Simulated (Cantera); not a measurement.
Input: 1 mol SiHCl3, 0.51 mol NH3, 43 mol H2, 3.7 mol N2, held at 1900 K and 0.240 bar.

Method: chemical equilibrium by Gibbs-energy minimisation in Cantera with the NASA 1993 tables (ideal gas, pure condensed phases). Candidate condensed phases: NH4Cl, Si, Si3N4; 28 gas species. The tables' values for SiCl, SiCl3 are old estimates; treat these amounts as uncertain. Gases not in the tables: Si2H6 and higher silanes. The numbers say what is thermodynamically allowed, not how fast it happens.

Base state: H2 0.865, N2 0.0795, HCl 0.0465, SiCl2 0.00675, H 0.00151, SiCl 6.34e-5, Cl 6.11e-5, SiCl3 5.51e-5 (mole fractions); condensed: Si(l).

What changes in the equilibrium state with this change: temperature from 1900 K to 800 K?


```tsv
species	before	after
H2	0.865	0.872
N2	0.0795	0.0670
HCl	0.0465	0.0609
SiCl2	0.00675	<1e-9
SiCl4	6.06e-7	5.79e-5
H	0.00151	<1e-9
SiCl	6.34e-5	<1e-9
Cl	6.11e-5	<1e-9
Si(l), mol	0.651	0
Si3N4(s), mol	0	0.332
```

What changes in the equilibrium state with this change: SiHCl3 replaced by SiH2Cl2?


```csv
species,before,after
H2,0.865,0.882
N2,0.0795,0.0795
HCl,0.0465,0.0333
SiCl2,0.00675,0.00339
SiCl3,5.51e-5,1.96e-5
Cl,6.11e-5,4.33e-5
SiCl,6.34e-5,4.50e-5
SiH2,5.05e-5,5.14e-5
SiH,2.08e-5,2.10e-5
"Si(l), mol",0.651,0.821
```
